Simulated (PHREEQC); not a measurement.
Synthetic water in mg/kgw, 25 °C, pH 5.97, pe 12.3:

```csv
constituent,mg/kgw
Na,4.17
K,0.818
Ca,8.03
Mg,0.954
Cl,9.17
S(6) as SO4,5.42
Alkalinity as HCO3,19.5
N(5) as NO3,0.014
```

Valence states are taken as typed.

All values are PHREEQC results (ion-association model, wateq4f.dat), not measurements.

The ionic strength is 0.000974 mol/kgw and the charge-balance error comes out as -0.7 %.

```
species  molality  activity   log γ
-------  --------  --------  ------
CO2      0.000744  0.000744   0.000
HCO3-    0.000320  0.000309  -0.015
Cl-      0.000259  0.000250  -0.015
Ca+2     0.000198  0.000172  -0.060
Na+      0.000181  0.000175  -0.015
SO4-2     5.44e-5   4.73e-5  -0.061
Mg+2      3.87e-5   3.37e-5  -0.060
K+        2.09e-5   2.02e-5  -0.015
CaSO4     1.62e-6   1.63e-6   0.000
```

This is a speciation only: nothing precipitates in the calculation.
